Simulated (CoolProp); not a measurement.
A single-stage vapour-compression cycle with the fluid: evaporating at 255.15 K (dew point), condensing at 324.15 K (bubble point), superheat 8 K, subcooling 5 K, compressor efficiency 0.85, no pressure losses. The same conditions are run with several fluids, on thermodynamics alone (safety and materials aside).

Computed with CoolProp (reference Helmholtz-energy equation of state of each fluid (R507A: Lemmon 2003; cis-2-butene: Lemmon 2005; R245ca: Zhou 2016; R21: Platzer 1990; R227EA: Lemmon 2016; propane: Lemmon 2009)). The equations of Platzer and Polt are older, rougher fits. Blends and air are pseudo-pure fits.

```tsv
fluid	cooling COP	pressure ratio	discharge temperature (K)	refrigerating effect (kJ/kg)	volumetric capacity (kJ/m³)
R507A	[?]	7.14	344.2	[?]	1520
cis-2-butene	2.50	11.3	[?]	304	324
R245ca	2.41	18.7	336.3	147	121
R21	2.56	[?]	390.4	191	287
R227EA	[?]	9.97	324.2	64.6	494
propane	2.21	6.67	347.2	243	[?]
```

Question: Some entries are withheld; supply them.

Answer: 
- R507A, cooling COP: 1.90
- R507A, refrigerating effect (kJ/kg): 90.1
- cis-2-butene, discharge temperature (K): 353.1
- R21, pressure ratio: 13.0
- R227EA, cooling COP: 1.94
- propane, volumetric capacity (kJ/m³): 1370

The compression ends wet for: R227EA.
